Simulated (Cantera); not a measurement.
Hydrocarbon pyrolysis for carbon deposition

An isothermal, constant-pressure homogeneous reactor starts with CH₄ : N₂ = 1 : 29 (molar parts), at 1450 K and 1.01 bar.

Model: GRI-Mech 3.0 (53 species, 325 reactions), integrated in Cantera. GRI-Mech 3.0 stops at C3 and has no aromatics, soot or wall deposition, so with more carbon than oxygen in the feed, carbon stays in small species such as C2H2 where larger ones or solid carbon would form.

```json
[
 {"t (s)": "0.000100", "x CH₄": "0.0333", "x HCN": "<1e-12", "x H": "5.70e-9", "x CH₃": "6.41e-7", "x C₂H": "<1e-12", "x CH₂": "<1e-12"},
 {"t (s)": "0.000280", "x CH₄": "0.0333", "x HCN": "<1e-12", "x H": "5.73e-9", "x CH₃": "1.80e-6", "x C₂H": "<1e-12", "x CH₂": "4.09e-12"},
 {"t (s)": "0.000786", "x CH₄": "0.0333", "x HCN": "<1e-12", "x H": "5.95e-9", "x CH₃": "4.83e-6", "x C₂H": "<1e-12", "x CH₂": "2.78e-11"},
 {"t (s)": "0.00220", "x CH₄": "0.0333", "x HCN": "<1e-12", "x H": "7.02e-9", "x CH₃": "1.06e-5", "x C₂H": "<1e-12", "x CH₂": "1.31e-10"},
 {"t (s)": "0.00618", "x CH₄": "0.0333", "x HCN": "<1e-12", "x H": "9.46e-9", "x CH₃": "1.67e-5", "x C₂H": "<1e-12", "x CH₂": "3.20e-10"},
 {"t (s)": "0.0173", "x CH₄": "0.0332", "x HCN": "<1e-12", "x H": "1.74e-8", "x CH₃": "2.57e-5", "x C₂H": "<1e-12", "x CH₂": "7.47e-10"},
 {"t (s)": "0.0486", "x CH₄": "0.0328", "x HCN": "5.70e-12", "x H": "5.08e-8", "x CH₃": "3.72e-5", "x C₂H": "3.62e-12", "x CH₂": "1.56e-9"},
 {"t (s)": "0.136", "x CH₄": "0.0314", "x HCN": "5.63e-11", "x H": "1.63e-7", "x CH₃": "3.89e-5", "x C₂H": "3.79e-11", "x CH₂": "1.79e-9"},
 {"t (s)": "0.382", "x CH₄": "0.0284", "x HCN": "3.08e-10", "x H": "3.64e-7", "x CH₃": "2.97e-5", "x C₂H": "1.43e-10", "x CH₂": "1.16e-9"},
 {"t (s)": "1.07", "x CH₄": "0.0233", "x HCN": "1.10e-9", "x H": "6.55e-7", "x CH₃": "2.10e-5", "x C₂H": "2.88e-10", "x CH₂": "7.16e-10"},
 {"t (s)": "3.00", "x CH₄": "0.0158", "x HCN": "3.12e-9", "x H": "1.05e-6", "x CH₃": "1.31e-5", "x C₂H": "4.71e-10", "x CH₂": "4.13e-10"}
]
```
x: mole fraction; the columns are a selection and need not sum to one.

Equilibrium at this temperature and pressure: CH₄ 0.000848, HCN 0.0252, H 2.05e-6, CH₃ 7.45e-7, C₂H 1.83e-10, CH₂ 2.52e-11 (gas phase only).
